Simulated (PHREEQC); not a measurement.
3.4 g of hydrous ferric oxide (600 m²/g; 0.2 weak and 0.005 strong sites per Fe, Dzombak-Morel constants, diffuse double layer) in 1 kg of water with 0.01 mol/kgw of an inert sodium salt and 0.19 mmol/kgw MgCl2, 1.1 mmol/kgw MnCl2 and 0.013 mmol/kgw Na2SO4, at 25 °C; the pH is set by adding NaOH or the inert anion's acid. No oxygen is let in. No CO2 enters from the air. Precipitation was switched off in this run.

Equilibrium calculation in PHREEQC: ion-association model, wateq4f.dat.

```tsv
pH	Mg sorbed (%)	Mn sorbed (%)	S sorbed (%)	surface charge σ (C/m²)
3	0.0	0.0	100.0	0.338
3.5	0.0	0.0	100.0	0.297
4	0.0	0.0	100.0	0.240
4.5	0.0	0.1	100.0	0.180
5	0.0	0.9	100.0	0.128
5.5	0.0	4.9	99.8	0.088
6.5	0.9	25.3	95.4	0.036
7	6.1	54.4	80.1	0.023
7.5	29.4	?	?	?
8	75.3	97.9	11.0	0.006
8.5	96.3	99.7	1.5	-0.001
9	99.6	100.0	0.2	-0.008
```

### Question
Complete the blanks.

### Answer

- 7.5, Mn sorbed (%): 86.7
- 7.5, S sorbed (%): 44.3
- 7.5, surface charge σ (C/m²): 0.014

The oxide is taken as insoluble; below pH 4 it would dissolve.
